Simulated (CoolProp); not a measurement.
Saturation properties of carbon monoxide (Tc = 132.9 K, pc = 3.498 MPa, ω = 0.050).

Computed with CoolProp (reference Helmholtz-energy equation of state, Lemmon 2006). It is a short technical equation, of lower accuracy than the large ones.

```tsv
T (K)	p (MPa)	liquid density (kg/m³)	vapour density (kg/m³)	enthalpy of vaporisation (kJ/kg)	liquid cp (kJ/(kg K))	surface tension (mN/m)
86.9	0.1773	…	7.323	207.1	2.168	8.40
89.6	0.2298	757.2	9.330	202.9	2.185	7.84
92.3	0.2932	744.4	11.73	198.4	2.208	7.28
95	0.3686	731.1	14.57	193.7	2.236	6.73
97.7	…	717.5	17.91	188.7	2.270	6.18
100.4	0.5607	703.3	21.82	183.4	2.313	…
103.1	0.6799	688.5	26.38	177.7	2.364	…
105.8	0.8165	673.1	31.70	171.6	2.428	4.58
108.5	0.9718	656.8	37.88	165.0	2.506	…
111.2	1.147	639.7	45.08	157.8	…	3.54
113.9	…	621.4	53.52	150.0	2.731	3.04
116.6	1.564	601.8	63.46	141.3	2.898	2.55
119.3	1.809	580.5	75.32	131.6	3.128	2.07
```

Task: Some entries are withheld; supply them.

Result: 
- 86.9, liquid density (kg/m³): 769.7
- 97.7, p (MPa): 0.4573
- 100.4, surface tension (mN/m): 5.64
- 103.1, surface tension (mN/m): 5.10
- 108.5, surface tension (mN/m): 4.06
- 111.2, liquid cp (kJ/(kg K)): 2.605
- 113.9, p (MPa): 1.344

It boils at 81.6 K under 1 atm.

Surface tension comes from a separate correlation (Mulero 2012).
